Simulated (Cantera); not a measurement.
## Hydrogen reduction and annealing atmospheres: PbO + H2 + H2O

Feed: 1 mol PbO, 140 mol H2, a varied amount of H2O, at 1200 K and 95.0 mbar.

These are equilibrium values from Cantera (NASA tables, ideal gas, pure condensed phases), not measurements of a reactor. Candidate condensed phases: H2O, Pb, PbO, PbO2, Pb3O4; 12 gas species. The numbers say what is thermodynamically allowed, not how fast it happens.

From 1.2 mol H2O to 4.8 mol H2O the condensed part is Pb(l). From 6.7 mol H2O to 9.4 mol H2O nothing is condensed. The main Pb-bearing gas is Pb throughout.

| n(H2O) (mol) | x H2 | x H2O | x Pb | x H | n Pb(l) |
|---|---|---|---|---|---|
| 1.2 | 0.978 | 0.0155 | 0.00677 | 6.33e-7 | 0.0375 |
| 1.7 | 0.974 | 0.0189 | 0.00677 | 6.32e-7 | 0.0341 |
| 2.4 | 0.970 | 0.0237 | 0.00677 | 6.30e-7 | 0.0293 |
| 3.4 | 0.963 | 0.0305 | 0.00677 | 6.28e-7 | 0.0225 |
| 4.8 | 0.953 | 0.0398 | 0.00677 | 6.25e-7 | 0.0130 |
| 6.7 | 0.941 | 0.0521 | 0.00677 | 6.21e-7 | 0 |
| 9.4 | 0.924 | 0.0691 | 0.00665 | 6.16e-7 | 0 |
x: gas mole fraction; n: condensed amount in mol.
